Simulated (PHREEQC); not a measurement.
A solution holds 0.23 mol HF, 0.00022 mol (NH4)2SiF6 and 3.8e-05 mol H3BO3 per kg of water, at 25 °C. Closed to the air; pH follows from the charge balance.

Equilibrium calculation in PHREEQC: ion-association model, phreeqc.dat.

Precipitation was switched off in this run.

**Question.** What pH, ionic strength does the model give?

**Answer.** pH 1.80; ionic strength 0.0184 mol/kgw.

**Question.** In which forms is F present?

**Answer.** HF 88 %, HF2- 6.7 %, F- 4.3 %, SiF6-2 0.6 % of the F.

Species that the database lacks are ignored. SiF6-2 is the database's only silicon fluoride. Real BF4- forms and hydrolyses slowly; the run takes it at equilibrium.
